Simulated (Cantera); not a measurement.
Feed: 1 mol Al, 28 mol O₂, 1.4 mol H₂, held at 823.15 K and 48.0 mbar.

Cantera equilibrium calculation (NASA polynomials, part measured and part estimated; ideal gas, pure solids and liquids). Candidate condensed phases: Al, Al₂O₃, H₂O; 19 gas species. Equilibrium is a limit: real reactors are often held back by kinetics, nucleation or transport.

Base state: O₂ 0.950, H₂O 0.0501 (mole fractions); condensed: Al₂O₃(s).

**Question.** What changes in the equilibrium state with this change: H₂ from 1.4 to 2.5 mol?

**Answer.** 
```tsv
species	before	after
O₂	0.950	0.912
H₂O	0.0501	0.0877
Al₂O₃(s), mol	0.500	0.500
```
